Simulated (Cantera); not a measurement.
# Equilibrium for halide evaporation, hydrolysis and transport: PbF2 + HF + H2

Charge: 1 mol PbF2, a varied amount of HF, 0.2 mol H2, equilibrated at 752 °C and 133 Pa.

Equilibrium computed with Cantera from the NASA thermochemical tables; the gas is ideal and each condensed phase is pure. Candidate condensed phases: Pb, PbF2; 16 gas species. Mutual solubility and eutectic melting of coexisting phases are not modelled. Kinetics and transport are ignored.

```csv
n(HF) (mol),log p HF,log p PbF4,log p PbF2,log p Pb,log p PbF,log p H2,log p Pb2,log p H2F2,n Pb(l),n PbF2(s)
0.1,-3.09,-3.44,-3.89,-4.56,-5.46,-7.59,-9.90,-10.62,0.405,0.273
0.17,-3.09,-3.44,-3.89,-4.56,-5.46,-7.59,-9.90,-10.62,0.433,0.199
0.23,-3.09,-3.44,-3.89,-4.56,-5.46,-7.59,-9.90,-10.62,0.458,0.136
0.29,-3.09,-3.44,-3.89,-4.56,-5.46,-7.59,-9.90,-10.62,0.482,0.0728
0.36,-3.09,-3.44,-3.89,-4.56,-5.46,-7.59,-9.90,-10.62,0.511,0
0.42,-3.08,-3.47,-3.90,-4.56,-5.46,-7.55,-9.90,-10.60,0.508,0
0.48,-3.07,-3.49,-3.91,-4.56,-5.47,-7.52,-9.90,-10.58,0.505,0
0.55,-3.06,-3.51,-3.92,-4.56,-5.47,-7.49,-9.90,-10.56,0.502,0
0.61,-3.05,-3.53,-3.93,-4.56,-5.48,-7.46,-9.90,-10.54,0.499,0
0.67,-3.04,-3.55,-3.94,-4.56,-5.48,-7.44,-9.90,-10.53,0.497,0
0.74,-3.03,-3.57,-3.95,-4.56,-5.49,-7.41,-9.90,-10.51,0.494,0
0.8,-3.03,-3.59,-3.96,-4.56,-5.49,-7.39,-9.90,-10.50,0.491,0
```
log p: log10 of the partial pressure in bar; n: condensed amount in mol.

From 0.1 mol HF to 0.29 mol HF the condensed part is Pb(l) + PbF2(s). From 0.36 mol HF to 0.8 mol HF the condensed part is Pb(l). The main Pb-bearing gas is PbF4 throughout. The share of Pb in condensed phases is highest at 0.1 mol HF (67.8 %) and lowest at 0.8 mol HF (49.1 %).
